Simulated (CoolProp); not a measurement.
Model: reference Helmholtz-energy equation of state, Penoncello 2003, in CoolProp.

### Question
For CHF3 (R23), give the phase and the density (kg/m³), cp (kJ/(kg K)), cv (kJ/(kg K)), expansivity (1/kK) at 267.6 K and 19.5 MPa.

### Answer
- 267.6 K and 19.5 MPa: liquid; density 1220, cp 1.32, cv 0.747, expansivity 3.30
